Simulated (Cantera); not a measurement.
Input: 1 mol Fe(CO)5, 0.51 mol CO, 7.9 mol H2, at 1000 K and 0.460 bar.

Cantera equilibrium calculation (NASA polynomials, part measured and part estimated; ideal gas, pure solids and liquids). Candidate condensed phases: C, C6H6, C7H8, C8H18, Fe, Fe(CO)5, FeO, Fe(OH)2, Fe(OH)3, Fe2O3, Fe3O4, H2O; 114 gas species. Condensed phases not in the tables: cementite and carbon dissolved in iron. The numbers say what is thermodynamically allowed, not how fast it happens.

Base state: H2 0.572, CO 0.346, H2O 0.0360, CO2 0.0312, CH4 0.0144 (mole fractions); condensed: C(graphite) + Fe(α).

**Question.** What changes in the equilibrium state with this change: pressure from 0.460 bar to 0.000350 bar?

**Answer.** 
| species | before | after |
|---|---|---|
| H2 | 0.572 | 0.589 |
| CO | 0.346 | 0.411 |
| CO2 | 0.0312 | 3.35e-5 |
| H2O | 0.0360 | 3.35e-5 |
| CH4 | 0.0144 | 1.16e-5 |
| C(graphite), mol | 0.655 | 0.000743 |
| Fe(α), mol | 1.00 | 1.00 |
